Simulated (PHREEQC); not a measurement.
## City or well water (model solution)

Synthetic water in mg/L, 20 °C, pH 8.76, pe 12.9:

| constituent | mg/L |
|---|---|
| Na | 27.7 |
| K | 0.00126 |
| Ca | 96 |
| Mg | 26.2 |
| Cl | 228 |
| S(6) as SO4 | 42.7 |
| Alkalinity as HCO3 | 62.4 |
| Pb | 28.4 |

Valence states are taken as typed.

The numbers come from PHREEQC with the ion-association model, phreeqc.dat.

This is a speciation only: nothing precipitates in the calculation.

What ionic strength, charge-balance error does the model give?

ionic strength 0.0115 mol/kgw; charge-balance error 0.5 %.

In which forms is S present?

SO4-2 79 %, CaSO4 13 %, MgSO4 7.2 % of the S.

Saturation is exceeded, for instance for Pb(OH)2, Cerussite; the values hold only as long as no solid forms.
